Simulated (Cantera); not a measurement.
An isothermal, constant-pressure homogeneous reactor starts with 22.6 % N2O, 0.339 % H2, 72.3 % N2, 4.75 % H2O, at 1325 K and 90.0 Torr.

Model: GRI-Mech 3.0 (53 species, 325 reactions), integrated in Cantera. GRI-Mech 3.0 was tuned for natural gas; its chemistry of N2O as a main component is partial and can be far from experiment. The mechanism lacks the step 2 NO + O2 → 2 NO2, which can matter for NO2 below about 1400 K. The temperature is held fixed by assumption; the heat of reaction is taken as removed at once.

Problem. Predict: x(N2O) at 100 s; x(H2) at 100 s; x(HO2) at 100 s; x(NO) at 100 s; x(O2) at 100 s.

Solution. 
| Property | Value |
|---|---|
| x(N2O) at 100 s | 1.12e-7 (gas-phase equilibrium 7.92e-9) |
| x(H2) at 100 s | 5.98e-8 (gas-phase equilibrium 5.64e-8) |
| x(HO2) at 100 s | 9.89e-9 (gas-phase equilibrium 1.08e-8) |
| x(NO) at 100 s | 0.0221 (gas-phase equilibrium 0.000335) |
| x(O2) at 100 s | 0.0890 (gas-phase equilibrium 0.1000) |
